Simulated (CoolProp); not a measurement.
Vapour-liquid equilibrium of R114 (1) + n-pentane (2) at 355.6 K; x and y are mole fractions of (1).

The numbers come from the multi-fluid Helmholtz-energy mixture model, Platzer 1990 and Thol 2019; pair parameters Bell 2016 in CoolProp. This equation is an older, rougher fit; its heat capacities, sound speeds and derivatives of the liquid may be far off and weren't checked against measurements.

```json
[
 {"x": "0.05", "bubble pressure (MPa)": "0.4402", "y at the bubble point": "0.141", "dew pressure at overall composition x (MPa)": "0.4077", "liquid density (mol/L)": "7.719"},
 {"x": "0.125", "bubble pressure (MPa)": "0.5074", "y at the bubble point": "0.296", "dew pressure at overall composition x (MPa)": "0.4342", "liquid density (mol/L)": "7.678"},
 {"x": "0.2", "bubble pressure (MPa)": "0.5682", "y at the bubble point": "0.409", "dew pressure at overall composition x (MPa)": "0.4639", "liquid density (mol/L)": "7.636"},
 {"x": "0.275", "bubble pressure (MPa)": "0.6234", "y at the bubble point": "0.497", "dew pressure at overall composition x (MPa)": "0.4974", "liquid density (mol/L)": "7.594"},
 {"x": "0.35", "bubble pressure (MPa)": "0.6735", "y at the bubble point": "0.568", "dew pressure at overall composition x (MPa)": "0.5352", "liquid density (mol/L)": "7.553"},
 {"x": "0.425", "bubble pressure (MPa)": "___", "y at the bubble point": "0.628", "dew pressure at overall composition x (MPa)": "0.5778", "liquid density (mol/L)": "7.513"},
 {"x": "0.5", "bubble pressure (MPa)": "___", "y at the bubble point": "___", "dew pressure at overall composition x (MPa)": "0.6257", "liquid density (mol/L)": "7.475"},
 {"x": "0.575", "bubble pressure (MPa)": "0.8010", "y at the bubble point": "0.730", "dew pressure at overall composition x (MPa)": "0.6788", "liquid density (mol/L)": "7.439"},
 {"x": "0.65", "bubble pressure (MPa)": "0.8378", "y at the bubble point": "0.776", "dew pressure at overall composition x (MPa)": "0.7365", "liquid density (mol/L)": "7.406"},
 {"x": "0.725", "bubble pressure (MPa)": "0.8724", "y at the bubble point": "0.822", "dew pressure at overall composition x (MPa)": "0.7967", "liquid density (mol/L)": "7.377"},
 {"x": "0.8", "bubble pressure (MPa)": "0.9051", "y at the bubble point": "0.867", "dew pressure at overall composition x (MPa)": "0.8561", "liquid density (mol/L)": "7.354"},
 {"x": "0.875", "bubble pressure (MPa)": "0.9359", "y at the bubble point": "0.914", "dew pressure at overall composition x (MPa)": "0.9106", "liquid density (mol/L)": "7.335"},
 {"x": "0.95", "bubble pressure (MPa)": "0.9647", "y at the bubble point": "0.964", "dew pressure at overall composition x (MPa)": "0.9570", "liquid density (mol/L)": "7.324"}
]
```

Task: Fill in the missing entries.

Result: 
- 0.425, bubble pressure (MPa): 0.7194
- 0.5, bubble pressure (MPa): 0.7617
- 0.5, y at the bubble point: 0.682

No azeotrope shows between x = 0.05 and 0.95.

Pair parameters are fitted to limited data, so mixtures are less certain than the pure fluids.
